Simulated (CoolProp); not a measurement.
Properties of diethyl ether at several states (Tc = 194.7 °C, pc = 3.717 MPa, ω = 0.282).

The numbers come from the reference Helmholtz-energy equation of state, Thol 2014 in CoolProp.

| T (°C) | p (MPa) | phase | density (kg/m³) | cv (kJ/(kg K)) | Joule-Thomson coefficient (K/MPa) | isothermal compressibility (1/MPa) | expansivity (1/kK) |
|---|---|---|---|---|---|---|---|
| 54.75 | 9.71 | liquid | … | … | -0.2834 | … | 1.626 |
| 214.25 | 5.38 | supercritical | 334.9 | … | … | … | … |
| 144.25 | 0.072 | gas | 1.553 | … | 11.31 | 14.03 | 2.481 |

Question: What belongs in the gaps?

Answer: 
- 54.75, density (kg/m³): 688.2
- 54.75, cv (kJ/(kg K)): 1.822
- 54.75, isothermal compressibility (1/MPa): 0.002201
- 214.25, cv (kJ/(kg K)): 2.357
- 214.25, Joule-Thomson coefficient (K/MPa): 5.922
- 214.25, isothermal compressibility (1/MPa): 0.2759
- 214.25, expansivity (1/kK): 23.45
- 144.25, cv (kJ/(kg K)): 1.899
